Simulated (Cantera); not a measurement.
Feed: 1 mol S, 1.3 mol H2, 3.4 mol N2, 0.11 mol H2O, equilibrated at 2175 K and 0.240 bar.

Equilibrium computed with Cantera from the NASA thermochemical tables; the gas is ideal and each condensed phase is pure. Candidate condensed phases: H2O, H2SO4, S; 35 gas species. Rates play no part.

Base state: N2 0.640, H2 0.227, S2 0.0776, H2O 0.0180, SH 0.0135, H2S 0.0118, S 0.00519, H 0.00474 (mole fractions); condensed: gas only.

Q: What changes in the equilibrium state with this change: temperature from 2175 K to 1823.15 K?

A: 
```
species   before     after
-------  -------  --------
N2         0.640     0.649
H2         0.227     0.216
S2        0.0776    0.0772
H2S       0.0118    0.0295
SH        0.0135   0.00600
H2O       0.0180    0.0205
OH       5.05e-5   2.72e-6
H        0.00474  0.000412
S        0.00519  0.000507
```
